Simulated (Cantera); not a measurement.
An isothermal, constant-pressure homogeneous reactor starts with 2.17 % CH4, 90.5 % H2, 0.697 % H, 6.61 % H2O, at 2300 K and 10.00 Torr.

Computed with Cantera and GRI-Mech 3.0 (53 species, 325 reactions). Radical loss at walls, strong at low pressure, is not modelled.

x: mole fraction; the columns are a selection and need not sum to one.

```tsv
t (s)	x CH4	x H2	x H	x C2H4	x CH2	x C2H6	x C2H
2.00e-6	0.0214	0.906	0.00659	7.17e-10	1.62e-7	1.85e-10	<1e-12
1.07e-5	0.0205	0.906	___	___	___	___	<1e-12
5.69e-5	0.0196	0.907	0.00521	9.83e-6	1.42e-5	5.46e-7	3.61e-10
0.000304	0.0189	0.906	0.00650	5.04e-5	2.26e-5	7.63e-7	2.23e-8
0.00162	0.0148	0.903	0.0120	9.20e-5	5.57e-5	1.08e-6	7.77e-7
0.00864	0.00359	0.904	0.0199	1.43e-5	4.27e-5	1.14e-7	6.48e-6
0.0461	0.000664	0.906	0.0262	1.05e-6	1.52e-5	5.11e-9	4.69e-6
0.246	1.04e-6	0.901	0.0370	1.46e-10	4.74e-8	<1e-12	5.95e-9
1.31	<1e-12	0.871	0.0683	<1e-12	<1e-12	<1e-12	<1e-12
7.00	<1e-12	0.861	___	<1e-12	<1e-12	<1e-12	<1e-12
```

What belongs in the gaps?


- 1.07e-5, x H: 0.00572
- 1.07e-5, x C2H4: 1.97e-7
- 1.07e-5, x CH2: 2.98e-6
- 1.07e-5, x C2H6: 3.67e-8
- 7.00, x H: 0.0783
